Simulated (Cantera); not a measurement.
Input (Python, Cantera) and output of one run.

```python
import numpy as np
import cantera as ct

gas_names = """
    H H2 Pb Pb2
""".split()
cond_names = """
    Pb(cr) Pb(L)
""".split()


# ... load() reads the species with a 1 bar reference pressure and builds the phases ...
atoms = {
    'Pb': {'Pb': 1},
    'H2': {'H': 2},
}
top_T = {}  # K; cautious upper limits of use, not melting points


# ... equilibrate(T, P, feed) seeds the gas with the atoms and calls Mixture.equilibrate('TP', solver="vcs", rtol=1e-11, max_steps=5000) ...
results = []
feed = {'Pb': 1, 'H2': 2}  # mol
T = 548  # K
P = 160000  # Pa
mix = equilibrate(T, P, feed)
results.append((T, P, feed, dict(zip(mix.species_names, mix.species_moles))))
x = sorted(zip(gas.X, gas.species_names), reverse=True)
print(f"T = {T:g} K  P = {P:g} Pa  gas = {mix.phase_moles(0):.4g} mol")
print("   x: " + "  ".join(f"{s} {v:.3e}" for v, s in x if v > 1e-05))
print("   condensed (mol): " + ("  ".join(f"{mix.phase(i).name} {mix.phase_moles(i):.4g}"
      for i in range(1, mix.n_phases) if mix.phase_moles(i) > 1e-12) or "none"))
```

Result:

```
T = 548 K  P = 160000 Pa  gas = 2 mol
   x: H2 1.000e+00
   condensed (mol): Pb(cr) 1
```

These are equilibrium values from Cantera (NASA tables, ideal gas, pure condensed phases), not measurements of a reactor.
